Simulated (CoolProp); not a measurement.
Toluene along the isobar 2.04 MPa: Z from the reference equation and from simpler models built on Tc = 591.7 K, pc = 4.126 MPa, ω = 0.266; each cubic takes its own stable root.

Values from CoolProp's reference Helmholtz-energy equation of state, Lemmon 2006. It is a short technical equation, of lower accuracy than the large ones.

| T (K) | phase | reference |
|---|---|---|
| 491.8 | liquid | 0.07022 |
| 504.6 | liquid | 0.07054 |
| 517.5 | liquid | 0.07124 |
| 530.3 | liquid | 0.07245 |
| 543.1 | gas | 0.6826 |
| 555.9 | gas | 0.7202 |
| 568.7 | gas | 0.7499 |
| 581.5 | gas | 0.7744 |
| 594.4 | gas | 0.7953 |
| 607.2 | gas | 0.8131 |
| 620 | gas | 0.8286 |

### Question
How far does each simpler model (van der Waals, Redlich-Kwong, Soave-Redlich-Kwong, Peng-Robinson) lie from the reference over these 11 states: mean and median of the absolute difference, and the worst?

### Answer
- van der Waals: mean 263.8 %, median 10.0 %, worst +945.1 % at 530.3 K and 2.04 MPa
- Redlich-Kwong: mean 87.3 %, median 5.0 %, worst +869.6 % at 530.3 K and 2.04 MPa
- Soave-Redlich-Kwong: mean 7.9 %, median 3.6 %, worst +19.3 % at 530.3 K and 2.04 MPa
- Peng-Robinson: mean 1.5 %, median 0.9 %, worst +5.3 % at 530.3 K and 2.04 MPa

At some of these states van der Waals, Redlich-Kwong gives the other phase, because its saturation line lies elsewhere.
